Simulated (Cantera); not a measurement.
# Ignition delay

Mixture: CO : H₂ : CH₄ : O₂ : N₂ = 1 : 0.043 : 0.031 : 1.27 : 8.37 (molar parts), at 17300 Torr, adiabatic and at constant volume. Ignition delay is the time to a rise of 400 K.

Detailed kinetics in Cantera: GRI-Mech 3.0 (53 species, 325 reactions). The pressure lies above the range GRI-Mech 3.0 was tuned for (to about 10 atm).

```csv
T0 (K),delay (ms)
1050,3.27
1100,1.29
1150,0.568
1200,0.274
1250,0.143
1300,0.0802
```

```
Quantity                                                 Value
--------------------------------------------------  ----------
apparent activation energy between 1200 and 1300 K  160 kJ/mol
```
